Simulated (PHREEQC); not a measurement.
# Copper plating or etch bath: an equilibrium model

Consider water at 25 °C with 0.39 mol Cu(NO3)2, 0.65 mol HNO3 and 0.0069 mol NaCl per kg of water. Closed to the air; pH follows from the charge balance.

All values are PHREEQC results (ion-association model, phreeqc.dat), not measurements.

No solid was allowed to form.

Estimate the pH, activity of water.

pH 0.33; activity of water 0.958.

In which forms is Cl present?

Cl- 84 %, CuCl+ 16 % of the Cl.

Caution: at this ionic strength the ion-association model is outside its range; a Pitzer model would be the better tool where its parameters exist. Complexes and solids missing from the database can't appear.
